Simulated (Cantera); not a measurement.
A closed system holds: 1 mol SiH4, 0.92 mol O3, 0.78 mol CO2, equilibrated at 0.133 bar.

Equilibrium computed with Cantera from the NASA thermochemical tables; the gas is ideal and each condensed phase is pure. Candidate condensed phases: C, C6H6, C7H8, C8H18, H2O, Si, SiC, SiO2; 123 gas species. The tables hold silica as quartz up to 1696 K and as liquid above; real silica turns to tridymite and cristobalite and melts near 1996 K. Gases not in the tables: Si(OH)4. The numbers say what is thermodynamically allowed, not how fast it happens.

log p: log10 of the partial pressure in bar; n: condensed amount in mol.

```tsv
T (°C)	log p H2O	log p H2	log p CO	log p CO2	log p H	log p SiO	n SiO2(β-quartz)	n SiO2(condensed)	n SiO2(l)
625	-1.32	-1.32	-1.95	-1.58	-10.62	<-12	1.00	0	0
825	-1.27	-1.37	-1.78	-1.68	-8.29	<-12	1.00	0	0
1025	-1.25	-1.41	?	?	?	?	1.00	0	0
1225	-1.23	-1.44	-1.64	?	?	?	1.00	0	0
1425	-1.21	-1.46	-1.61	-1.90	-4.57	-6.82	0	1.000	0
1625	-1.21	-1.48	-1.59	-1.94	-3.84	-5.14	0	1.000	0
1825	-1.20	-1.49	-1.57	-1.98	-3.26	-3.80	0	0	0.997
```

What belongs in the gaps?


- 1025, log p CO: -1.69
- 1025, log p CO2: -1.77
- 1025, log p H: -6.67
- 1025, log p SiO: -11.87
- 1225, log p CO2: -1.84
- 1225, log p H: -5.48
- 1225, log p SiO: -9.00
